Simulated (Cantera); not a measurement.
An adiabatic, constant-pressure homogeneous reactor starts with C3H8 : O2 : N2 = 1 : 15.6 : 58.8 (molar parts), equivalence ratio 0.32, at 1575 K and 0.280 bar. Integrator tolerance rtol = 1e-08.

Cantera simulation using GRI-Mech 3.0 (53 species, 325 reactions); the numbers are that mechanism's predictions, not measurements. GRI-Mech 3.0 was tuned for natural gas; its chemistry of propane as a main component is partial and can be far from experiment.

```
quantity                                                            before                                      after
---------------------------------  ---------------------------------------  -----------------------------------------
time of steepest temperature rise                                 0.102 ms                                    11.7 µs
temperature at 1.00 s                                               2217 K                                     2245 K
equilibrium temperature                                             2216 K                                     2245 K
x(C3H8) at 1.00 s                    <1e-12 (gas-phase equilibrium <1e-12)      <1e-12 (gas-phase equilibrium <1e-12)
x(O2) at 1.00 s                        0.132 (gas-phase equilibrium 0.132)        0.132 (gas-phase equilibrium 0.132)
x(CO) at 1.00 s                    0.00134 (gas-phase equilibrium 0.00133)  0.000321 (gas-phase equilibrium 0.000321)
x(CO2) at 1.00 s                     0.0378 (gas-phase equilibrium 0.0378)      0.0389 (gas-phase equilibrium 0.0389)
x(NO) at 1.00 s                     0.00975 (gas-phase equilibrium 0.0102)      0.0110 (gas-phase equilibrium 0.0110)
x(N2O) at 1.00 s                   2.94e-7 (gas-phase equilibrium 2.96e-7)    1.64e-6 (gas-phase equilibrium 1.64e-6)
x(H2O) at 1.00 s                     0.0495 (gas-phase equilibrium 0.0495)      0.0511 (gas-phase equilibrium 0.0511)
```

Name the change that produced these shifts.
(A) pressure from 0.280 bar to 1.00 bar
(B) pressure from 0.280 bar to 7.50 bar
(C) constant volume in place of constant pressure
(D) initial temperature 1575 to 1273 K

B, pressure from 0.280 bar to 7.50 bar
